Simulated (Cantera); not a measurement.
**Premixed flame**

A freely propagating, adiabatic, planar premixed flame of 45.7 % H₂, 11.4 % O₂, 42.9 % N₂, unburnt at 575 K and 1.10 bar; mixture-averaged transport, grid criteria slope 0.08 and curve 0.16, no radiation.

Detailed kinetics in Cantera: the H2/O2 subset of GRI-Mech 3.0, which has no nitrogen chemistry. Burning velocities carry a grid error of a few per cent, more on coarse grids.

```
z (mm)   T (K)  u (m/s)   x H₂      x O₂     x H₂O       x H     x HO₂   x H₂O₂
-------  -----  -------  -----  --------  --------  --------  --------  -------
-1.18      575     8.45  0.457     0.114     <1e-8     <1e-8     <1e-8    <1e-8
-0.789     575     8.45  0.457     0.114     <1e-8     <1e-8     <1e-8    <1e-8
-0.592     575     8.45  0.457     0.114     <1e-8     <1e-8     <1e-8    <1e-8
-0.395     575     8.45  0.457     0.114   1.24e-7   5.54e-8   6.27e-7    <1e-8
-0.197     597     8.73  0.453     0.114  0.000936  0.000272  0.000254  3.85e-6
-0.0987    814     11.6  0.422     0.108    0.0195   0.00841  0.000179  1.11e-5
0         1220     17.0  0.322    0.0717    0.0992    0.0491   7.39e-5  2.22e-6
0.0987    1504     20.7  0.230    0.0192     0.200    0.0863   1.92e-5  1.12e-6
0.197     1626     22.3  0.208   0.00377     0.231    0.0902   3.61e-6  6.77e-7
0.395     1742     23.7  0.211  0.000853     0.239    0.0787   8.16e-7  4.31e-7
0.789     1861     25.1  0.220  0.000542     0.242    0.0626   5.11e-7  2.49e-7
1.58      1978     26.4  0.230  0.000330     0.245    0.0465   3.19e-7  1.32e-7
3.16      2079     27.5  0.238  0.000171     0.249    0.0323   1.81e-7  6.70e-8
```
x: mole fraction of selected species; z is measured from the peak of heat release.

```json
{
 "laminar_burning_velocity": "845 cm/s",
 "thermal_thickness": "0.395 mm",
 "peak x(H)": "0.0910",
 "peak x(HO₂)": "0.000294",
 "peak x(H₂O₂)": "1.20e-5",
 "grid_points": "135"
}
```
